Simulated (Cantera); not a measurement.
Ammonia decomposition in nitride growth gas

An isothermal, constant-pressure homogeneous reactor starts with NH3 : H2 = 1 : 0.21 (molar parts), at 2250 K and 100.0 Torr.

Cantera simulation using the gas-phase N/H chemistry of the illustrative SiF4/NH3 mechanism in the Surface Chemkin manual (1991); the numbers are that mechanism's predictions, not measurements. Walls and surfaces, which speed up NH3 decomposition in real reactors, are not modelled.

| t (s) | x NH3 | x H2 | x NH | x N2H4 | x NH2 | x N2 |
|---|---|---|---|---|---|---|
| 2.00e-5 | 0.826 | 0.174 | 1.38e-6 | 2.37e-9 | 0.000484 | 5.90e-8 |
| 0.000126 | 0.822 | 0.175 | 4.01e-5 | 6.76e-8 | 0.00257 | 0.000216 |
| 0.000795 | 0.790 | 0.198 | 6.86e-5 | 1.16e-7 | 0.00336 | 0.00852 |
| 0.00501 | 0.623 | 0.319 | 6.94e-5 | 7.84e-8 | 0.00277 | 0.0545 |
| 0.0316 | 0.188 | 0.635 | 5.27e-5 | 1.47e-8 | 0.00120 | 0.174 |
| 0.199 | 0.000104 | 0.761 | 2.88e-6 | <1e-12 | 6.34e-6 | 0.225 |
| 1.26 | 1.60e-6 | 0.758 | 6.49e-8 | <1e-12 | 1.18e-7 | 0.224 |
| 7.93 | 5.84e-7 | 0.758 | 2.37e-8 | <1e-12 | 4.30e-8 | 0.224 |
| 50.0 | 5.80e-7 | 0.758 | 2.35e-8 | <1e-12 | 4.27e-8 | 0.224 |
x: mole fraction; the columns are a selection and need not sum to one.

Equilibrium at this temperature and pressure: NH3 5.80e-7, H2 0.758, NH 2.35e-8, N2H4 <1e-12, NH2 4.27e-8, N2 0.224 (gas phase only).
